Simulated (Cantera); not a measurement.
A perfectly stirred reactor is fed with CH4 : CO2 : H2 = 1 : 0.52 : 0.2 (molar parts), at 17.0 bar; it is held at 1773 K, and followed from long to short residence time.

Computed with Cantera and GRI-Mech 3.0 (53 species, 325 reactions). GRI-Mech 3.0 stops at C3 and has no aromatics, soot or wall deposition, so with more carbon than oxygen in the feed, carbon stays in small species such as C2H2 where larger ones or solid carbon would form. The pressure lies above the range GRI-Mech 3.0 was tuned for (to about 10 atm).

### Question
What does this change do: temperature 1773 to 1650 K?

### Answer
```json
[
 {"quantity": "x(CH4) at τ = 0.430 s", "before": "0.0928", "after": "0.170"},
 {"quantity": "x(CO2) at τ = 0.430 s", "before": "0.00757", "after": "0.0279"},
 {"quantity": "x(H2) at τ = 0.430 s", "before": "0.483", "after": "0.356"},
 {"quantity": "x(H2O) at τ = 0.430 s", "before": "0.0390", "after": "0.100"},
 {"quantity": "x(CH2CO) at τ = 0.430 s", "before": "1.17e-5", "after": "1.71e-5"},
 {"quantity": "x(CH4) at τ = 37.0 ms", "before": "0.111", "after": "0.210"},
 {"quantity": "x(CO2) at τ = 37.0 ms", "before": "0.0275", "after": "0.0787"},
 {"quantity": "x(H2) at τ = 37.0 ms", "before": "0.400", "after": "0.288"},
 {"quantity": "x(H2O) at τ = 37.0 ms", "before": "0.113", "after": "0.139"},
 {"quantity": "x(CH2CO) at τ = 37.0 ms", "before": "3.17e-5", "after": "2.85e-5"}
]
```
